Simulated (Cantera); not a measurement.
What does this Cantera script print?

```python
import numpy as np
import cantera as ct

gas_names = """
    TaO2 N2 N2O
""".split()
cond_names = """
    Ta(cr) Ta(L)
""".split()


# ... load() reads the species with a 1 bar reference pressure and builds the phases ...
species = {s.name: s for s in load("nasa_gas.yaml", gas_names) + load("nasa_condensed.yaml", cond_names)}
# Each term lists the table entries of one substance; the one whose range holds T is used.
reactions = {
    'TaO2(g) + 2 N2(g) = 2 N2O(g) + Ta':
        [(-1, ['TaO2']), (-2, ['N2']), (2, ['N2O']), (1, ['Ta(cr)', 'Ta(L)'])],
}


def pick(names, T):
    return next(species[n] for n in names if species[n].thermo.min_temp <= T <= species[n].thermo.max_temp)


results = []
for label, terms in reactions.items():
    print(label)
    print("     T/K   dH/kJ  dS/(J/K)   dG/kJ   log10 K")
    for T in [300, 448, 598, 748, 898, 1048, 1198, 1348, 1498]:
        used = [(nu, pick(names, T)) for nu, names in terms]
        dH = sum(nu * s.thermo.h(T) for nu, s in used) / 1e6
        dS = sum(nu * s.thermo.s(T) for nu, s in used) / 1e3
        dG = dH - T * dS / 1e3
        logK = -dG * 1e6 / (ct.gas_constant * T * np.log(10))
        results.append((label, T, dH, dS, dG, logK, [s.name for _, s in used]))
        print(f"{T:8g} {dH:8.1f} {dS:8.1f} {dG:8.1f} {logK:8.2f}")
```

Output:

```
TaO2(g) + 2 N2(g) = 2 N2O(g) + Ta
     T/K   dH/kJ  dS/(J/K)   dG/kJ   log10 K
     300    364.0   -182.0    418.6   -72.89
     448    364.6   -180.5    445.5   -51.94
     598    366.0   -177.9    472.4   -41.26
     748    367.9   -175.1    498.8   -34.83
     898    370.2   -172.3    524.9   -30.53
    1048    372.7   -169.7    550.5   -27.44
    1198    375.5   -167.2    575.8   -25.11
    1348    378.4   -164.9    600.7   -23.28
    1498    381.4   -162.8    625.3   -21.80
```

Source: NASA polynomial tables (part measured, part estimated), evaluated in Cantera. Condensed species are held in their standard states even where they would react or evaporate.
